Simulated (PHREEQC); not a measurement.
# Copper plating or etch bath

Make-up at 20 °C: 0.085 mol/kgw CuCl2, 0.243 mol/kgw HCl and 0.001 mol/kgw H3BO3. Closed to the air; pH follows from the charge balance.

Model: ion-association model, wateq4f.dat, run in PHREEQC.

Precipitation was switched off in this run.

**Question.** Estimate the pH, ionic strength.

**Answer.** pH 0.73; ionic strength 0.465 mol/kgw.

**Question.** In which forms is Cu present?

**Answer.** Cu+2 81 %, CuCl+ 17 %, CuCl2 1.3 % of the Cu.
